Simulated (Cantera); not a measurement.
A jet of H₂ : O₂ : N₂ = 0.014 : 0.16 : 0.79 (molar parts), equivalence ratio 0.044 at 300 K and 0.0410 bar hits a platinum plate 9.2 cm away at a mass flux of 0.16 kg/m²/s; the plate temperature is set and raised in steps from an oxygen-covered start.

Computed with Cantera and Deutschmann's 1995 Pt surface mechanism with GRI-Mech 3.0 gas chemistry. Catalytic surfaces can have several steady states; this one follows from the mechanism file's or the stated starting coverage.

One state of this run: wall x H₂ = 0.00149; wall x O₂ = 0.152; wall x H₂O = 0.0248; wall x OH = 1.51e-8; θ free Pt = 0.163; θ O* = 0.836; θ OH* = 0.000991. x: mole fraction at the wall; θ: surface coverage.

Problem. Which value of plate T (K) does it belong to?
A) 700
B) 600
C) 800
D) 850

Solution. D, 850
